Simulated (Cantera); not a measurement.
Input: 1 mol Ti, 0.15 mol CH₄, held at 0.140 bar.

Method: chemical equilibrium by Gibbs-energy minimisation in Cantera with the NASA 1993 tables (ideal gas, pure condensed phases). Candidate condensed phases: C, C₆H₆, C₇H₈, C₈H₁₈, Ti, TiC; 77 gas species. Mutual solubility and eutectic melting of coexisting phases are not modelled. TiC: taken at fixed stoichiometry. Condensed phases not in the tables: N, O or C dissolved in the metal. The numbers say what is thermodynamically allowed, not how fast it happens.

x: gas mole fraction; n: condensed amount in mol.

```csv
T (K),x H₂,x H,x Ti,x CH₄,x CH₃,n Ti(α),n TiC(s),n Ti(β),n Ti(l)
1023,1.00,1.11e-8,<1e-12,1.63e-11,<1e-12,0.850,0.150,0,0
1173,1.00,3.15e-7,<1e-12,6.76e-11,<1e-12,0,0.150,0.850,0
1323,1.000,4.24e-6,5.50e-11,2.11e-10,<1e-12,0,0.150,0.850,0
1473,1.000,…,…,…,<1e-12,0,0.150,0.850,0
1623,1.000,…,…,…,…,0,0.150,0.850,0
1773,0.999,0.000760,2.20e-6,2.04e-9,3.14e-11,0,0.150,0.850,0
1923,0.997,0.00251,2.44e-5,3.46e-9,1.74e-10,0,0.150,0.850,0
2073,0.993,0.00700,0.000179,5.78e-9,7.98e-10,0,0.150,0,0.850
2223,0.982,0.0170,0.000981,9.06e-9,2.98e-9,0,0.150,0,0.850
```

### Question
What belongs in the gaps?

### Answer

- 1623, x H: 0.000185
- 1623, x Ti: 1.25e-7
- 1623, x CH₄: 1.10e-9
- 1623, x CH₃: 4.12e-12
- 1473, x H: 3.38e-5
- 1473, x Ti: 3.91e-9
- 1473, x CH₄: 5.22e-10
